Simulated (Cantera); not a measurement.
Input: 1 mol BN, 0.15 mol H2O, 34 mol H2, held at 10000 Pa.

Cantera equilibrium calculation (NASA polynomials, part measured and part estimated; ideal gas, pure solids and liquids). Candidate condensed phases: B, BN, B2O3, B3O3H3, H2O; 39 gas species. Mutual solubility and eutectic melting of coexisting phases are not modelled. Gases not in the tables: B2H6 and higher boranes. Equilibrium is a limit: real reactors are often held back by kinetics, nucleation or transport.

Question: Which condensed phases are stable at each of these points (T (K)): 1425, 1500, 1575, 1650, 1725, 1800, 1875, 1950, 2025, 2100?

Answer: 
| T (K) | condensed phases | B condensed (%) |
|---|---|---|
| 1425 | BN(s) + B2O3(l) | 94.9 |
| 1500 | BN(s) | 89.9 |
| 1575 | BN(s) | 87.9 |
| 1650 | BN(s) | 86.4 |
| 1725 | BN(s) | 85.5 |
| 1800 | BN(s) | 85.1 |
| 1875 | BN(s) | 84.9 |
| 1950 | BN(s) | 84.4 |
| 2025 | BN(s) | 83.4 |
| 2100 | B(s) + BN(s) | 82.2 |

At 1425 K the condensed part is BN(s) + B2O3(l). From 1500 K to 2025 K the condensed part is BN(s). At 2100 K the condensed part is B(s) + BN(s).
